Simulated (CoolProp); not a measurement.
Properties of C3F8 (R218) along the isotherm 94.75 °C (Tc = 71.9 °C, pc = 2.640 MPa, ω = 0.317).

The numbers come from the reference Helmholtz-energy equation of state, Lemmon 2006 in CoolProp. It is a short technical equation, of lower accuracy than the large ones.

```tsv
p (MPa)	phase	density (kg/m³)	cp (kJ/(kg K))	speed of sound (m/s)
0.733	gas	48.80	0.9201	121.9
1.47	gas	108.3	0.9746	111.3
2.2	gas	185.5	1.079	98.84
2.93	supercritical	300.1	1.328	85.28
3.67	supercritical	505.7	1.990	76.24
4.4	supercritical	748.1	1.912	92.77
5.13	supercritical	870.1	1.578	120.8
5.87	supercritical	939.3	1.431	145.2
6.6	supercritical	985.9	1.354	165.4
```

The peak of cp marks the crossing from liquid-like to gas-like fluid above the critical point.
